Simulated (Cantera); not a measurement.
A perfectly stirred reactor is fed with N2O : H2 : N2 = 1 : 0.011 : 3.2 (molar parts), at 1.60 bar; it is held at 1448 K, and followed from long to short residence time.

Computed with Cantera and GRI-Mech 3.0 (53 species, 325 reactions). GRI-Mech 3.0 was tuned for natural gas; its chemistry of N2O as a main component is partial and can be far from experiment. The temperature is held fixed by assumption; the heat of reaction is taken as removed at once.

### Question
Predict: x(N2O) at τ = 2.50 s; x(H2) at τ = 2.50 s; x(NO2) at τ = 2.50 s; x(OH) at τ = 2.50 s; x(H2O2) at τ = 2.50 s; x(N2O) at τ = 9.10 ms; x(H2) at τ = 9.10 ms; x(NO2) at τ = 9.10 ms; x(OH) at τ = 9.10 ms; x(H2O2) at τ = 9.10 ms.

### Answer
* **x(N2O) at τ = 2.50 s**: 0.00327
* **x(H2) at τ = 2.50 s**: 9.60e-7
* **x(NO2) at τ = 2.50 s**: 0.000104
* **x(OH) at τ = 2.50 s**: 1.78e-5
* **x(H2O2) at τ = 2.50 s**: 1.36e-9
* **x(N2O) at τ = 9.10 ms**: 0.165
* **x(H2) at τ = 9.10 ms**: 7.91e-5
* **x(NO2) at τ = 9.10 ms**: 0.000159
* **x(OH) at τ = 9.10 ms**: 5.39e-5
* **x(H2O2) at τ = 9.10 ms**: 1.05e-8
